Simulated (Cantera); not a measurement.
A freely propagating, adiabatic, planar premixed flame of 10.6 % CH3OH, 18.2 % O2, 68.7 % N2, 2.44 % H2O, equivalence ratio 0.87, unburnt at 623 K and 0.780 atm; mixture-averaged transport, grid criteria slope 0.08 and curve 0.16, no radiation.

Detailed kinetics in Cantera: GRI-Mech 3.0 (53 species, 325 reactions). GRI-Mech 3.0 was tuned for natural gas; its chemistry of methanol as a main component is partial and can be far from experiment. Burning velocities carry a grid error of a few per cent, more on coarse grids.

x: mole fraction of selected species; z is measured from the peak of heat release.

```
z (mm)   T (K)  u (m/s)  x CH3OH    x O2   x H2O      x H  x CH2CO     x NO
-------  -----  -------  -------  ------  ------  -------  -------  -------
-1.10      623     1.24    0.106   0.182  0.0244    <1e-8    <1e-8    <1e-8
-0.733     625     1.25    0.106   0.181  0.0250    <1e-8    <1e-8    <1e-8
-0.550     634     1.27    0.105   0.180  0.0270    <1e-8    <1e-8    <1e-8
-0.367     684     1.39    0.101   0.175  0.0363    <1e-8  4.74e-8  1.05e-8
-0.183     962     2.00   0.0785   0.149  0.0776  1.61e-6  5.90e-7  1.21e-7
-0.0916   1295     2.77   0.0439   0.118   0.121  8.37e-5  1.72e-6  4.20e-7
0         1666     3.65  0.00608  0.0816   0.170  0.00171  3.46e-6  1.06e-6
0.0916    1791     3.94  5.84e-5  0.0594   0.189  0.00567  7.10e-7  1.89e-6
0.183     1836     4.02      ___     ___   0.194  0.00769      ___      ___
0.367     1901     4.13    <1e-8     ___   0.195  0.00803    <1e-8      ___
0.733     1984     4.28    <1e-8  0.0358   0.198  0.00637    <1e-8  8.68e-6
1.47      2075     4.45    <1e-8  0.0323   0.204  0.00394    <1e-8  1.53e-5
2.93      2158     4.60    <1e-8  0.0291   0.210  0.00207    <1e-8  2.74e-5
```

Q: What belongs in the gaps?

A: 
- 0.183, x CH3OH: 1.59e-7
- 0.183, x O2: 0.0483
- 0.183, x CH2CO: 4.42e-8
- 0.183, x NO: 2.86e-6
- 0.367, x O2: 0.0404
- 0.367, x NO: 4.90e-6
